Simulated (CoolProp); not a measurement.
Vapour-liquid equilibrium of toluene (1) + n-octane (2) at 894 kPa; x and y are mole fractions of (1).

The numbers come from the multi-fluid Helmholtz-energy mixture model, Lemmon 2006 and Beckmüller 2019; pair parameters Bell 2016 in CoolProp.

```json
[
 {"x": "0.05", "bubble temperature (°C)": "225.8", "y at the bubble point": "0.066", "dew temperature at overall composition x (°C)": "226.1", "liquid density (mol/L)": "4.420"},
 {"x": "0.2", "bubble temperature (°C)": "221.7", "y at the bubble point": "0.250", "dew temperature at overall composition x (°C)": "222.8", "liquid density (mol/L)": "4.743"},
 {"x": "0.35", "bubble temperature (°C)": "218.2", "y at the bubble point": "0.412", "dew temperature at overall composition x (°C)": "219.5", "liquid density (mol/L)": "5.096"},
 {"x": "0.5", "bubble temperature (°C)": "215.4", "y at the bubble point": "0.557", "dew temperature at overall composition x (°C)": "216.4", "liquid density (mol/L)": "5.488"},
 {"x": "0.65", "bubble temperature (°C)": "213.2", "y at the bubble point": "0.691", "dew temperature at overall composition x (°C)": "213.8", "liquid density (mol/L)": "5.926"},
 {"x": "0.8", "bubble temperature (°C)": "211.5", "y at the bubble point": "0.821", "dew temperature at overall composition x (°C)": "211.7", "liquid density (mol/L)": "6.421"},
 {"x": "0.95", "bubble temperature (°C)": "210.4", "y at the bubble point": "0.954", "dew temperature at overall composition x (°C)": "210.4", "liquid density (mol/L)": "6.985"}
]
```

No azeotrope shows between x = 0.05 and 0.95.

Pair parameters are fitted to limited data, so mixtures are less certain than the pure fluids.
